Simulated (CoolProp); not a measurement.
Sulfur dioxide along the isotherm 525 K: density (kg/m³) from the reference equation and from simpler models built on Tc = 430.6 K, pc = 7.887 MPa, ω = 0.256; each cubic takes its own stable root.

Computed with CoolProp (reference Helmholtz-energy equation of state, Gao 2016).

| p (MPa) | phase | reference |
|---|---|---|
| 0.111 | gas | 1.633 |
| 0.21 | gas | 3.096 |
| 0.398 | gas | 5.892 |
| 0.754 | gas | 11.25 |
| 1.43 | gas | 21.66 |
| 2.71 | gas | 42.30 |
| 5.14 | gas | 85.31 |
| 9.74 | supercritical | 184.5 |
| 18.5 | supercritical | 452.8 |
| 35 | supercritical | 789.6 |

Problem. How far does each simpler model (ideal gas, van der Waals, Redlich-Kwong) lie from the reference over these 10 states: mean and median of the absolute difference, and the worst?

Solution. 
- ideal gas: mean 12.1 %, median 4.5 %, worst -40.0 % at 525 K and 18.5 MPa
- van der Waals: mean 3.2 %, median 0.4 %, worst -16.8 % at 525 K and 35 MPa
- Redlich-Kwong: mean 1.5 %, median 0.6 %, worst -5.9 % at 525 K and 35 MPa
